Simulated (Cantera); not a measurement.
A Cantera script and what it prints.

```python
import numpy as np
import cantera as ct

gas_names = [...]  # 135 gases of nasa_gas.yaml made of C, Cl, F, H
cond_names = """
    C(gr) C6H6(L) C7H8(L) C8H18(L),n-octa
""".split()


# ... load() reads the species with a 1 bar reference pressure and builds the phases ...
atoms = {
    'CH2F2': {'C': 1, 'H': 2, 'F': 2},
    'HCl': {'H': 1, 'CL': 1},
    'H2': {'H': 2},
}
top_T = {'C(gr)': 4500}  # K; cautious upper limits of use, not melting points


# ... equilibrate(T, P, feed) seeds the gas with the atoms and calls Mixture.equilibrate('TP', solver="vcs", rtol=1e-11, max_steps=5000) ...
results = []
feed = {'CH2F2': 1, 'HCl': 0.2, 'H2': 0.091}  # mol
P = 1.2  # Pa
for T in [2500, 2750, 3000, 3250, 3500, 3750, 4000, 4250, 4500, 4750, 5000]:
    mix = equilibrate(T, P, feed)
    results.append((T, P, feed, dict(zip(mix.species_names, mix.species_moles))))
    x = sorted(zip(gas.X, gas.species_names), reverse=True)
    print(f"T = {T:g} K  P = {P:g} Pa  gas = {mix.phase_moles(0):.4g} mol")
    print("   x: " + "  ".join(f"{s} {v:.3e}" for v, s in x if v > 0.0001))
    print("   condensed (mol): " + ("  ".join(f"{mix.phase(i).name} {mix.phase_moles(i):.4g}"
          for i in range(1, mix.n_phases) if mix.phase_moles(i) > 1e-12) or "none"))
```

Output:

```
T = 2500 K  P = 1.2 Pa  gas = 3.348 mol
   x: HF 4.257e-01  H 2.820e-01  F 1.661e-01  CL 5.928e-02  C3 4.142e-02  C 1.387e-02  CF 5.425e-03  C2 3.817e-03  H2 1.510e-03  HCL 4.491e-04  C2H 2.191e-04  C5 1.233e-04
   condensed (mol): C(gr) 0.4896
T = 2750 K  P = 1.2 Pa  gas = 4.773 mol
   x: H 4.083e-01  F 3.234e-01  HF 8.965e-02  C 8.835e-02  CL 4.184e-02  C3 3.113e-02  C2 1.072e-02  CF 5.938e-03  H2 4.276e-04  C2H 1.050e-04
   condensed (mol): none
T = 3000 K  P = 1.2 Pa  gas = 5.468 mol
   x: H 4.238e-01  F 3.525e-01  C 1.680e-01  CL 3.656e-02  HF 1.162e-02  C2 4.177e-03  C3 1.635e-03  CF 1.622e-03
   condensed (mol): none
T = 3250 K  P = 1.2 Pa  gas = 5.565 mol
   x: H 4.261e-01  F 3.572e-01  C 1.779e-01  CL 3.593e-02  HF 1.884e-03  C2 7.102e-04  CF 3.122e-04
   condensed (mol): none
T = 3500 K  P = 1.2 Pa  gas = 5.579 mol
   x: H 4.266e-01  F 3.580e-01  C 1.789e-01  CL 3.585e-02  HF 3.900e-04  C2 1.425e-04
   condensed (mol): none
T = 3750 K  P = 1.2 Pa  gas = 5.581 mol
   x: H 4.267e-01  F 3.582e-01  C 1.790e-01  CL 3.583e-02
   condensed (mol): none
T = 4000 K  P = 1.2 Pa  gas = 5.583 mol
   x: H 4.266e-01  F 3.582e-01  C 1.789e-01  CL 3.582e-02  Electron 2.075e-04  C+ 2.054e-04
   condensed (mol): none
T = 4250 K  P = 1.2 Pa  gas = 5.585 mol
   x: H 4.265e-01  F 3.581e-01  C 1.785e-01  CL 3.581e-02  Electron 5.829e-04  C+ 5.779e-04
   condensed (mol): none
T = 4500 K  P = 1.2 Pa  gas = 5.59 mol
   x: H 4.261e-01  F 3.578e-01  C 1.774e-01  CL 3.577e-02  Electron 1.465e-03  C+ 1.450e-03
   condensed (mol): none
T = 4750 K  P = 1.2 Pa  gas = 5.601 mol
   x: H 4.253e-01  F 3.571e-01  C 1.752e-01  CL 3.569e-02  Electron 3.344e-03  C+ 3.299e-03
   condensed (mol): none
T = 5000 K  P = 1.2 Pa  gas = 5.621 mol
   x: H 4.237e-01  F 3.558e-01  C 1.710e-01  CL 3.551e-02  Electron 7.007e-03  C+ 6.885e-03
   condensed (mol): none
```

These are equilibrium values from Cantera (NASA tables, ideal gas, pure condensed phases), not measurements of a reactor.
